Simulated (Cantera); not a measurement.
A freely propagating, adiabatic, planar premixed flame of 3.41 % C2H6, 16.4 % O2, 61.5 % N2, 18.8 % CO2, unburnt at 625 K and 9.90 bar; multicomponent transport, grid criteria slope 0.08 and curve 0.16, no radiation.

Computed with Cantera and GRI-Mech 3.0 (53 species, 325 reactions). Burning velocities carry a grid error of a few per cent, more on coarse grids.

x: mole fraction of selected species; z is measured from the peak of heat release.

```csv
z (mm),T (K),u (m/s),x C2H6,x O2,x CO2,x CH3,x H2,x NO2
-0.399,627,0.178,0.0341,0.163,0.188,<1e-8,0.000377,<1e-8
-0.266,637,0.181,0.0339,0.162,0.188,<1e-8,(withheld),<1e-8
-0.199,666,0.190,0.0334,0.158,0.188,<1e-8,0.00100,2.85e-8
-0.133,760,0.218,0.0310,0.148,0.189,<1e-8,0.00141,1.05e-7
-0.0665,1040,0.301,0.0205,0.118,0.195,1.74e-7,0.00193,3.27e-7
-0.0332,1294,0.378,0.00863,0.0911,0.205,2.52e-5,0.00220,2.97e-7
0,1569,0.459,0.000314,0.0624,0.219,0.000110,0.00183,4.45e-8
0.0332,1700,0.495,1.87e-7,0.0505,0.233,5.35e-6,0.000797,1.95e-8
0.0665,1751,0.509,<1e-8,0.0467,0.241,(withheld),(withheld),(withheld)
0.133,1790,0.518,<1e-8,0.0441,0.248,<1e-8,0.000173,2.50e-8
0.266,1810,0.523,<1e-8,0.0429,0.251,<1e-8,5.48e-5,2.00e-8
0.532,1816,0.525,<1e-8,0.0426,0.251,<1e-8,1.69e-5,1.20e-8
1.06,1817,0.525,<1e-8,0.0426,0.252,<1e-8,1.04e-5,<1e-8
```

Problem. Complete the blanks.

Solution. 
- -0.266, x H2: 0.000709
- 0.0665, x CH3: 1.60e-7
- 0.0665, x H2: 0.000408
- 0.0665, x NO2: 2.22e-8
